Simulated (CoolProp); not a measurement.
Vapour-liquid equilibrium of CH2F2 (R32) (1) + R1234yf (2) at 15.3 bar; x and y are mole fractions of (1).

Computed with CoolProp (multi-fluid Helmholtz-energy mixture model, Tillner-Roth 1997 and Lemmon 2022; pair parameters Bell 2023).

**Question.** Give the bubble temperature and the first vapour's composition at x = 0.15, 0.75, 0.85. Is there an azeotrope?

**Answer.** x = 0.15: 319.9 K, y = 0.277; x = 0.75: 298.2 K, y = 0.833; x = 0.85: 296.5 K, y = 0.895. No azeotrope shows between x = 0.05 and 0.95.

The pair parameters rest on a limited set of measurements; away from them the model extrapolates.
